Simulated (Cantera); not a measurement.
Charge: 1 mol Hg, 0.052 mol O2, a varied amount of H2, equilibrated at 950 °C and 1 atm.

Method: chemical equilibrium by Gibbs-energy minimisation in Cantera with the NASA 1993 tables (ideal gas, pure condensed phases). Candidate condensed phases: H2O, Hg, HgO; 10 gas species. Kinetics and transport are ignored.

log p: log10 of the partial pressure in bar; nothing condenses.

```csv
n(H2) (mol),log p H2,log p Hg,log p H2O,log p H,log p OH
0.11,-2.26,-0.04,-1.02,-7.65,(withheld)
0.22,-1.02,-0.08,-1.06,-7.03,(withheld)
0.48,-0.59,-0.16,-1.15,-6.82,(withheld)
1,-0.34,-0.30,-1.28,-6.69,(withheld)
2.2,-0.18,-0.50,-1.48,-6.61,(withheld)
4.6,-0.09,-0.74,-1.73,-6.57,(withheld)
9.8,-0.04,-1.03,-2.01,-6.54,(withheld)
21,-0.02,-1.34,-2.32,-6.53,(withheld)
44,-0.01,-1.65,-2.63,-6.52,(withheld)
94,0.00,-1.97,-2.95,-6.52,(withheld)
```

Q: Fill in the missing entries.

A: 
- 0.11, log p OH: -8.46
- 0.22, log p OH: -9.12
- 0.48, log p OH: -9.42
- 1, log p OH: -9.67
- 2.2, log p OH: -9.96
- 4.6, log p OH: -10.25
- 9.8, log p OH: -10.56
- 21, log p OH: -10.88
- 44, log p OH: -11.19
- 94, log p OH: -11.52
